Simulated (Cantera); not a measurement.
Charge: 1 mol CS2, 0.83 mol SO2, 8.3 mol O2, 1.8 mol H2O, equilibrated at 0.133 bar.

Method: chemical equilibrium by Gibbs-energy minimisation in Cantera with the NASA 1993 tables (ideal gas, pure condensed phases). Candidate condensed phases: C, C6H6, C7H8, C8H18, H2O, H2SO4, S; 123 gas species. Kinetics and transport are ignored.

x: gas mole fraction; nothing condenses.

| T (°C) | x O2 | x SO2 | x SO3 | x H2O | x CO2 | x OH | x O |
|---|---|---|---|---|---|---|---|
| 575 | 0.427 | 0.0631 | 0.225 | 0.183 | 0.102 | (withheld) | 1.22e-12 |
| 675 | 0.452 | 0.149 | 0.126 | 0.175 | 0.0973 | (withheld) | 5.47e-11 |
| 775 | 0.471 | 0.210 | 0.0556 | 0.169 | 0.0940 | (withheld) | 1.19e-9 |
| 875 | 0.479 | 0.238 | 0.0240 | 0.167 | 0.0926 | (withheld) | 1.50e-8 |
| 975 | 0.482 | 0.249 | 0.0112 | 0.166 | 0.0920 | (withheld) | 1.27e-7 |
| 1075 | 0.483 | 0.254 | 0.00573 | 0.165 | 0.0918 | (withheld) | 7.77e-7 |
| 1175 | 0.484 | 0.256 | 0.00320 | 0.165 | 0.0916 | (withheld) | 3.72e-6 |
| 1275 | 0.484 | 0.257 | 0.00193 | 0.165 | 0.0916 | (withheld) | 1.45e-5 |
| 1375 | 0.484 | 0.258 | 0.00123 | 0.164 | 0.0915 | (withheld) | 4.83e-5 |
| 1475 | 0.484 | 0.258 | 0.000832 | 0.164 | 0.0914 | (withheld) | 0.000140 |
| 1575 | 0.484 | 0.258 | 0.000585 | 0.163 | 0.0913 | (withheld) | 0.000361 |
| 1675 | 0.483 | 0.258 | 0.000427 | 0.162 | 0.0910 | (withheld) | 0.000845 |

Question: Fill in the missing entries.

Answer: 
- 575, x OH: 9.28e-9
- 675, x OH: 1.04e-7
- 775, x OH: 7.41e-7
- 875, x OH: 3.75e-6
- 975, x OH: 1.47e-5
- 1075, x OH: 4.70e-5
- 1175, x OH: 0.000128
- 1275, x OH: 0.000307
- 1375, x OH: 0.000661
- 1475, x OH: 0.00130
- 1575, x OH: 0.00238
- 1675, x OH: 0.00409
